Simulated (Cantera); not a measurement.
Input (Python, Cantera):

```python
import numpy as np
import cantera as ct

gas = ct.Solution("h2o2.yaml")
gas.TPX = 675, 500000, {'H2': 1, 'O2': 0.704, 'N2': 2.65}
flame = ct.FreeFlame(gas, width=0.013)
flame.set_refine_criteria(ratio=3, slope=0.08, curve=0.16)
flame.transport_model = "mixture-averaged"
flame.solve(loglevel=0, auto=True)
z, T = flame.grid, flame.T
thick = (T[-1] - T[0]) / np.gradient(T, z).max()
show = ['H2', 'O2', 'O', 'HO2', 'H', 'OH']
print(f"laminar burning velocity  {flame.velocity[0] * 100:.3f} cm/s")
print(f"burnt temperature         {T[-1]:.1f} K")
print(f"thermal thickness         {thick * 1e3:.4f} mm")
print(f"grid points               {len(z)}")
z0 = z[flame.heat_release_rate.argmax()]
print(f"{'z/mm':>9s}{'T/K':>9s}{'u/(m/s)':>9s}" + "".join(f"{s:>11s}" for s in show))
rows = []
for k in (-3, -2, -1.5, -1, -0.5, -0.25, 0, 0.25, 0.5, 1, 2, 4, 8):
    zz = z0 + k * thick
    rows.append([k * thick, np.interp(zz, z, T), np.interp(zz, z, flame.velocity),
                 *(np.interp(zz, z, flame.X[gas.species_index(s)]) for s in show)])
    print(f"{rows[-1][0] * 1e3:9.3f}{rows[-1][1]:9.1f}{rows[-1][2]:9.3f}" + "".join(f"{x:11.3e}" for x in rows[-1][3:]))
```

Result:

```
laminar burning velocity  560.516 cm/s
burnt temperature         2307.9 K
thermal thickness         0.0596 mm
grid points               106
     z/mm      T/K  u/(m/s)         H2         O2          O        HO2          H         OH
   -0.179    675.0    5.605  2.297e-01  1.617e-01  1.982e-13  2.966e-10  1.451e-14  1.058e-14
   -0.119    675.0    5.604  2.295e-01  1.617e-01  4.409e-11  1.589e-08  3.369e-12  2.353e-12
   -0.089    675.1    5.601  2.290e-01  1.618e-01  1.176e-09  2.239e-07  1.111e-10  6.336e-11
   -0.060    676.4    5.594  2.261e-01  1.624e-01  7.279e-08  8.461e-06  2.996e-08  6.252e-09
   -0.030    737.7    5.948  2.023e-01  1.648e-01  2.057e-05  6.032e-04  1.065e-04  7.850e-05
   -0.015    996.7    7.787  1.573e-01  1.565e-01  4.845e-04  6.711e-04  2.369e-03  9.974e-04
    0.000   1392.8   10.631  9.127e-02  1.230e-01  3.599e-03  3.712e-04  1.053e-02  3.928e-03
    0.015   1686.3   12.762  4.240e-02  8.474e-02  7.684e-03  2.018e-04  1.575e-02  9.375e-03
    0.030   1853.7   13.967  2.311e-02  6.641e-02  9.045e-03  1.228e-04  1.424e-02  1.325e-02
    0.060   2020.6   15.120  1.388e-02  5.765e-02  7.450e-03  6.756e-05  8.635e-03  1.510e-02
    0.119   2155.1   16.008  8.595e-03  5.484e-02  4.420e-03  3.436e-05  3.751e-03  1.366e-02
    0.239   2243.4   16.573  4.406e-03  5.382e-02  2.164e-03  1.667e-05  1.256e-03  1.056e-02
    0.477   2289.0   16.858  2.026e-03  5.376e-02  9.963e-04  9.392e-06  3.807e-04  7.554e-03
```

Cantera simulation using the H2/O2 subset of GRI-Mech 3.0, which has no nitrogen chemistry; the numbers are that mechanism's predictions, not measurements. The hydrogen kinetics of GRI-Mech 3.0 are dated; newer H2 mechanisms differ, most at raised pressure. Burning velocities carry a grid error of a few per cent, more on coarse grids.
